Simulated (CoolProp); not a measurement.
Properties of n-perfluorohexane along the isotherm 450 K.

Computed with CoolProp (reference Helmholtz-energy equation of state, Gao 2022).

| p (MPa) | phase | density (kg/m³) | cp (kJ/(kg K)) | cv (kJ/(kg K)) | isothermal compressibility (1/MPa) |
|---|---|---|---|---|---|
| 0.187 | gas | 17.56 | 1.015 | 0.9852 | 5.565 |
| 0.373 | gas | 36.56 | 1.025 | 0.9882 | 2.922 |
| 0.56 | gas | 57.57 | 1.038 | 0.9918 | 2.057 |
| 0.746 | gas | 80.95 | 1.055 | 0.9959 | 1.652 |
| 0.933 | gas | 107.8 | 1.080 | 1.001 | 1.438 |
| 1.12 | gas | 139.6 | 1.119 | 1.007 | 1.339 |
| 1.31 | gas | 179.8 | 1.187 | 1.015 | 1.344 |
| 1.49 | gas | 231.6 | 1.324 | 1.025 | 1.503 |
| 1.68 | gas | 325.0 | 1.872 | 1.044 | 2.299 |
| 1.87 | supercritical | 811.2 | 3.204 | 1.067 | 1.563 |
| 2.05 | supercritical | 920.9 | 1.830 | 1.056 | 0.3774 |
| 2.24 | supercritical | 971.0 | 1.596 | 1.050 | 0.2123 |
| 2.43 | supercritical | 1004 | 1.495 | 1.046 | 0.1486 |
| 2.61 | supercritical | 1028 | 1.439 | 1.044 | 0.1160 |

The peak of cp marks the crossing from liquid-like to gas-like fluid above the critical point.
